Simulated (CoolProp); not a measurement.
Dry air at 293.15 K and 0.371 MPa is compressed adiabatically to 0.565 MPa with isentropic efficiency 0.9. Each further row changes one setting.

Model: reference Helmholtz-energy equation of state, Lemmon 2000, in CoolProp. It is a pseudo-pure fit of the blend.

| case | work (kJ/kg) | final temperature (K) | final density (kg/m³) |
|---|---|---|---|
| as stated | 41.8 | 334.8 | 5.88 |
| efficiency 1 | 37.6 | 330.7 | 5.95 |
| efficiency 0.65 | 57.8 | 350.6 | 5.61 |
